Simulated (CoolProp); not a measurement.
Nitrogen at 329.66 K and 0.581 MPa is throttled through a valve to 0.293 MPa with no heat exchange. Each further row changes one setting.

Values from CoolProp's reference Helmholtz-energy equation of state, Span 2000.

| case | temperature change (K) | final density (kg/m³) |
|---|---|---|
| as stated | -0.5 | [?] |
| outlet pressure 0.0879 MPa | -0.8 | [?] |
| outlet pressure 0.381 MPa | -0.3 | [?] |

Q: Complete the blanks.

A: 
- as stated, final density (kg/m³): 3.00
- outlet pressure 0.0879 MPa, final density (kg/m³): 0.901
- outlet pressure 0.381 MPa, final density (kg/m³): 3.90
